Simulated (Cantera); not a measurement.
An isothermal, constant-pressure homogeneous reactor starts with CH₄ : H₂O = 1 : 0.73 (molar parts), at 1748 K and 10.0 bar. Integrator tolerance rtol = 1e-08.

Model: GRI-Mech 3.0 (53 species, 325 reactions), integrated in Cantera. GRI-Mech 3.0 stops at C3 and has no aromatics, soot or wall deposition, so with more carbon than oxygen in the feed, carbon stays in small species such as C2H2 where larger ones or solid carbon would form.

Question: What does this change do: temperature 1748 to 1400 K?

Answer: 
```tsv
quantity	before	after
x(CH₄) at 5.00 s	0.0546 (gas-phase equilibrium 0.0544)	0.370 (gas-phase equilibrium 0.0859)
x(H₂O) at 5.00 s	0.000347 (gas-phase equilibrium 4.88e-5)	0.339 (gas-phase equilibrium 0.00133)
x(C₂H₂) at 5.00 s	0.0114 (gas-phase equilibrium 0.0113)	0.0202 (gas-phase equilibrium 3.18e-5)
x(H) at 5.00 s	6.12e-5 (gas-phase equilibrium 6.12e-5)	7.12e-7 (gas-phase equilibrium 1.28e-6)
x(C₂H) at 5.00 s	6.86e-9 (gas-phase equilibrium 6.81e-9)	6.62e-11 (gas-phase equilibrium <1e-12)
x(C₂H₆) at 5.00 s	3.29e-5 (gas-phase equilibrium 3.27e-5)	0.00145 (gas-phase equilibrium 2.40e-5)
```

Question: What does this change do: temperature 1748 to 1600 K?

Answer: 
| quantity | before | after |
|---|---|---|
| x(CH₄) at 5.00 s | 0.0546 (gas-phase equilibrium 0.0544) | 0.137 (gas-phase equilibrium 0.0775) |
| x(H₂O) at 5.00 s | 0.000347 (gas-phase equilibrium 4.88e-5) | 0.0661 (gas-phase equilibrium 0.000135) |
| x(C₂H₂) at 5.00 s | 0.0114 (gas-phase equilibrium 0.0113) | 0.00914 (gas-phase equilibrium 0.00191) |
| x(H) at 5.00 s | 6.12e-5 (gas-phase equilibrium 6.12e-5) | 1.34e-5 (gas-phase equilibrium 1.44e-5) |
| x(C₂H) at 5.00 s | 6.86e-9 (gas-phase equilibrium 6.81e-9) | 6.87e-10 (gas-phase equilibrium 1.34e-10) |
| x(C₂H₆) at 5.00 s | 3.29e-5 (gas-phase equilibrium 3.27e-5) | 0.000153 (gas-phase equilibrium 4.26e-5) |
